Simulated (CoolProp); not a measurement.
Vapour-liquid equilibrium of propylene (1) + isobutane (2) at 11.3 kPa; x and y are mole fractions of (1).

Computed with CoolProp (multi-fluid Helmholtz-energy mixture model, Lemmon 2013 and Bücker 2006; pair parameters Bell 2016).

```csv
x,"bubble temperature, mixture model (°C)","bubble temperature, Raoult's law (°C)","y, mixture model","y, Raoult's law"
0.05,-61.9,-60.4,0.305,0.241
0.125,-66.0,-64.9,0.500,0.475
0.2,-68.4,-68.4,0.599,0.623
0.275,-70.2,-71.4,0.669,0.722
0.35,-71.8,-73.9,0.727,0.792
0.425,-73.4,-76.1,0.780,0.843
0.5,-75.1,-77.9,0.831,0.882
0.575,-76.9,-79.6,0.878,0.912
0.65,-78.7,-81.1,0.918,0.936
0.725,-80.6,-82.4,0.950,0.955
0.8,-82.5,-83.7,0.973,0.970
0.875,-84.2,-84.8,0.988,0.983
0.95,-85.7,-85.8,0.997,0.994
```

The largest gap from Raoult's law is +2.8 K in bubble temperature, at x = 0.5. No azeotrope shows between x = 0.05 and 0.95.

The pair parameters rest on a limited set of measurements; away from them the model extrapolates. The gap from Raoult's law changes sign with composition, which may be real or a fault of the pair parameters; it wasn't checked against measurements.
